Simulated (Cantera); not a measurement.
Input: 1 mol Mg(OH)2, 0.069 mol C, 0.52 mol H2, at 1173.15 K and 0.190 bar.

Cantera equilibrium calculation (NASA polynomials, part measured and part estimated; ideal gas, pure solids and liquids). Candidate condensed phases: C, C6H6, C7H8, C8H18, H2O, Mg, MgCO3, MgO, Mg(OH)2; 116 gas species. Equilibrium is a limit: real reactors are often held back by kinetics, nucleation or transport.

Base state: H2O 0.563, H2 0.394, CO2 0.0230, CO 0.0205 (mole fractions); condensed: MgO(s).

Q: What changes in the equilibrium state with this change: H2 from 0.52 to 0.031 mol?

A: 
```
species      before   after
-----------  ------  ------
H2O           0.563   0.795
H2            0.394   0.142
CO2          0.0230  0.0511
CO           0.0205  0.0116
MgO(s), mol    1.00    1.00
```
